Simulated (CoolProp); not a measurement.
Propane at 258.34 K and 0.656 MPa is throttled through a valve to 0.446 MPa with no heat exchange. Each further row changes one setting.

The numbers come from the reference Helmholtz-energy equation of state, Lemmon 2009 in CoolProp.

```
case                       temperature change (K)                       final phase  final density (kg/m³)
-------------------------  ----------------------  --------------------------------  ---------------------
as stated                                    +0.1                            liquid                    548
outlet pressure 0.134 MPa                   -20.8  two-phase, vapour fraction 0.117                   25.8
outlet pressure 0.58 MPa                     +0.0                            liquid                    548
```
